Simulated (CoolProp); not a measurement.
Vapour pressure (bar) of cyclopentane: the reference equation beside estimates from Tc = 511.7 K, pc = 45.83 bar, ω = 0.202.

The numbers come from the reference Helmholtz-energy equation of state, Gedanitz 2015 in CoolProp.

```json
[
 {"T (K)": "263.9", "reference": "0.08937", "Lee-Kesler": "0.08437", "Redlich-Kwong": "0.1573", "Soave-Redlich-Kwong": "0.08598", "Peng-Robinson": "0.09143"},
 {"T (K)": "266.9", "reference": "0.1044", "Lee-Kesler": "0.09871", "Redlich-Kwong": "0.1824", "Soave-Redlich-Kwong": "0.1005", "Peng-Robinson": "0.1065"},
 {"T (K)": "269.9", "reference": "0.1214", "Lee-Kesler": "0.1150", "Redlich-Kwong": "0.2107", "Soave-Redlich-Kwong": "0.1170", "Peng-Robinson": "0.1236"},
 {"T (K)": "272.9", "reference": "0.1406", "Lee-Kesler": "0.1335", "Redlich-Kwong": "0.2423", "Soave-Redlich-Kwong": "0.1357", "Peng-Robinson": "0.1428"},
 {"T (K)": "275.9", "reference": "0.1623", "Lee-Kesler": "0.1544", "Redlich-Kwong": "0.2776", "Soave-Redlich-Kwong": "0.1568", "Peng-Robinson": "0.1645"},
 {"T (K)": "278.9", "reference": "0.1866", "Lee-Kesler": "0.1780", "Redlich-Kwong": "0.3169", "Soave-Redlich-Kwong": "0.1806", "Peng-Robinson": "0.1888"},
 {"T (K)": "281.9", "reference": "0.2139", "Lee-Kesler": "0.2044", "Redlich-Kwong": "0.3605", "Soave-Redlich-Kwong": "0.2072", "Peng-Robinson": "0.2160"},
 {"T (K)": "284.9", "reference": "0.2443", "Lee-Kesler": "0.2340", "Redlich-Kwong": "0.4087", "Soave-Redlich-Kwong": "0.2370", "Peng-Robinson": "0.2463"},
 {"T (K)": "287.9", "reference": "0.2781", "Lee-Kesler": "0.2670", "Redlich-Kwong": "0.4617", "Soave-Redlich-Kwong": "0.2701", "Peng-Robinson": "0.2801"},
 {"T (K)": "290.8", "reference": "0.3143", "Lee-Kesler": "0.3024", "Redlich-Kwong": "0.5180", "Soave-Redlich-Kwong": "0.3057", "Peng-Robinson": "0.3161"}
]
```

Absolute difference from the reference over all 10 rows, mean and median: Lee-Kesler 4.7 and 4.7 %, Redlich-Kwong 70.4 and 70.4 %, Soave-Redlich-Kwong 3.3 and 3.3 %, Peng-Robinson 1.3 and 1.3 %.
